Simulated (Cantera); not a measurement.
Input (Python, Cantera):

```python
import numpy as np
import cantera as ct

gas = ct.Solution("gri30.yaml")
gas.TPX = 600, 460000, {'CH3OH': 1, 'O2': 0.65, 'N2': 3.13}
inlet = ct.Reservoir(gas, clone=True)
gas.equilibrate("HP")  # start burning
reactor = ct.IdealGasConstPressureReactor(gas, energy="on", clone=False)
exhaust = ct.Reservoir(gas, clone=True)
tau = [0.04, 0.014, 0.0046, 0.0016, 0.00053, 0.00018, 6.1e-05, 2.1e-05, 7e-06][0]
for a, b in ((inlet, reactor), (reactor, exhaust)):
    ct.MassFlowController(a, b, mdot=lambda t: reactor.mass / tau)
net = ct.ReactorNet([reactor])
show = ['CH3OH', 'O2', 'CH4', 'HCN', 'CH2']

rows = []
print(f"{'tau/s':>10s}{'T/K':>9s}" + "".join(f"{s:>11s}" for s in show))
for tau in [0.04, 0.014, 0.0046, 0.0016, 0.00053, 0.00018, 6.1e-05, 2.1e-05, 7e-06]:
    net.initial_time = 0.0
    net.advance(30 * tau)
    before = gas.X
    net.advance(40 * tau)
    drift = np.max(np.abs(gas.X - before) / (gas.X + 1e-9))
    rows.append([gas.T, *gas[show].X, drift])
    print(f"{tau:10.3e}{gas.T:9.1f}" + "".join(f"{x:11.3e}" for x in gas[show].X))
```

It prints:

```
     tau/s      T/K      CH3OH         O2        CH4        HCN        CH2
 4.000e-02   1649.2  2.509e-05  3.277e-04  6.319e-04  1.337e-07  1.605e-08
 1.400e-02   1645.2  4.958e-05  6.380e-04  8.227e-04  2.286e-07  4.286e-08
 4.600e-03   1636.0  1.085e-04  1.346e-03  1.160e-03  3.352e-07  1.166e-07
 1.600e-03   1616.5  2.456e-04  2.804e-03  1.589e-03  3.578e-07  2.674e-07
 5.300e-04   1565.7  7.388e-04  6.478e-03  1.903e-03  1.712e-07  4.370e-07
 1.800e-04    600.0  2.092e-01  1.360e-01  1.052e-17  1.082e-21  9.089e-27
 6.100e-05    600.0  2.092e-01  1.360e-01  2.274e-21  2.330e-25  9.087e-27
 2.100e-05    600.0  2.092e-01  1.360e-01  1.449e-22  1.472e-26  9.081e-27
 7.000e-06    600.0  2.092e-01  1.360e-01  9.298e-24  9.295e-28  9.062e-27
```

Model: GRI-Mech 3.0 (53 species, 325 reactions), integrated in Cantera. GRI-Mech 3.0 was tuned for natural gas; its chemistry of methanol as a main component is partial and can be far from experiment.
